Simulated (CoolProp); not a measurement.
A Linde-Hampson liquefier for oxygen: isothermal reversible compression at 300 K from 1 atm to 40 MPa, throttling to 1 atm, return gas leaving the recuperator 10 K below the feed. Each further row changes one setting.

Values from CoolProp's reference Helmholtz-energy equation of state, Schmidt 1985.

```json
[
 {"case": "as stated", "liquid yield per pass": "0.136", "compression work (kJ/kg of gas)": "458"},
 {"case": "high pressure 80 MPa", "liquid yield per pass": "0.136", "compression work (kJ/kg of gas)": "…"},
 {"case": "warm-end temperature 330 K", "liquid yield per pass": "…", "compression work (kJ/kg of gas)": "…"},
 {"case": "warm-end gap 15 K", "liquid yield per pass": "…", "compression work (kJ/kg of gas)": "458"}
]
```

What belongs in the gaps?


- high pressure 80 MPa, compression work (kJ/kg of gas): 524
- warm-end temperature 330 K, liquid yield per pass: 0.101
- warm-end temperature 330 K, compression work (kJ/kg of gas): 510
- warm-end gap 15 K, liquid yield per pass: 0.126

Above 300 K oxygen's equation is extrapolated.
